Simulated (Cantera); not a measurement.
A diamond (100) surface in a fixed gas of H2 with x(CH4) = 0.0029, x(H) = 0.00029, at 1075 K, 16.5 Torr; coverages are run to steady state.

Model: the Harris–Goodwin 1993 mechanism for the reconstructed diamond (100) surface, integrated in Cantera.

θ: site fractions in the mechanism's names (c6HH fully hydrogenated, c6H* and c6*H radical sites, c6** diradical, c6HM methylated).

```json
[
 {"x(CH3)": "1e-06", "growth (µm/h)": "0.00172", "θ c6HH": "0.561", "θ c6H*": "0.0241", "θ c6*H": "0.405", "θ c6**": "0.0102", "θ c6HM": "0.000123"},
 {"x(CH3)": "2.8e-06", "growth (µm/h)": "…", "θ c6HH": "0.561", "θ c6H*": "0.0241", "θ c6*H": "0.405", "θ c6**": "0.0102", "θ c6HM": "…"},
 {"x(CH3)": "7.8e-06", "growth (µm/h)": "0.0134", "θ c6HH": "0.560", "θ c6H*": "0.0240", "θ c6*H": "0.404", "θ c6**": "0.0102", "θ c6HM": "0.000958"},
 {"x(CH3)": "2.2e-05", "growth (µm/h)": "0.0376", "θ c6HH": "0.559", "θ c6H*": "0.0240", "θ c6*H": "0.403", "θ c6**": "0.0101", "θ c6HM": "0.00269"},
 {"x(CH3)": "6.1e-05", "growth (µm/h)": "…", "θ c6HH": "0.555", "θ c6H*": "0.0238", "θ c6*H": "0.400", "θ c6**": "0.00978", "θ c6HM": "…"},
 {"x(CH3)": "0.00017", "growth (µm/h)": "0.273", "θ c6HH": "0.544", "θ c6H*": "0.0233", "θ c6*H": "0.392", "θ c6**": "0.00903", "θ c6HM": "0.0198"},
 {"x(CH3)": "0.00048", "growth (µm/h)": "0.689", "θ c6HH": "0.518", "θ c6H*": "0.0221", "θ c6*H": "0.372", "θ c6**": "0.00738", "θ c6HM": "0.0511"},
 {"x(CH3)": "0.0013", "growth (µm/h)": "1.49", "θ c6HH": "0.466", "θ c6H*": "0.0197", "θ c6*H": "0.331", "θ c6**": "0.00481", "θ c6HM": "0.115"},
 {"x(CH3)": "0.0037", "growth (µm/h)": "2.86", "θ c6HH": "0.369", "θ c6H*": "0.0153", "θ c6*H": "0.257", "θ c6**": "0.00210", "θ c6HM": "0.235"}
]
```

Problem. Some entries are withheld; supply them.

Solution. 
- 2.8e-06, growth (µm/h): 0.00482
- 2.8e-06, θ c6HM: 0.000344
- 6.1e-05, growth (µm/h): 0.102
- 6.1e-05, θ c6HM: 0.00735
